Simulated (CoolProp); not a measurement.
Vapour-liquid equilibrium of diethyl ether (1) + n-hexane (2) at 70.35 °C; x and y are mole fractions of (1).

The numbers come from the multi-fluid Helmholtz-energy mixture model, Thol 2014 and Thol 2019; pair parameters Bell 2016 in CoolProp.

| x | bubble pressure, mixture model (MPa) | bubble pressure, Raoult's law (MPa) | y, mixture model | y, Raoult's law |
|---|---|---|---|---|
| 0.05 | 0.1199 | 0.1169 | 0.149 | 0.133 |
| 0.15 | 0.1442 | 0.1373 | 0.355 | 0.340 |
| 0.25 | 0.1661 | 0.1578 | 0.495 | 0.493 |
| 0.35 | 0.1866 | 0.1782 | 0.601 | 0.611 |
| 0.45 | 0.2061 | 0.1987 | 0.686 | 0.705 |
| 0.55 | 0.2251 | 0.2191 | 0.758 | 0.781 |
| 0.65 | 0.2440 | 0.2396 | 0.821 | 0.844 |
| 0.75 | 0.2629 | 0.2600 | 0.878 | 0.897 |
| 0.85 | 0.2820 | 0.2805 | 0.930 | 0.943 |
| 0.95 | 0.3014 | 0.3009 | 0.978 | 0.982 |

The largest gap from Raoult's law is +5.3 % in bubble pressure, at x = 0.25. No azeotrope shows between x = 0.05 and 0.95.

Pair parameters are fitted to limited data, so mixtures are less certain than the pure fluids.
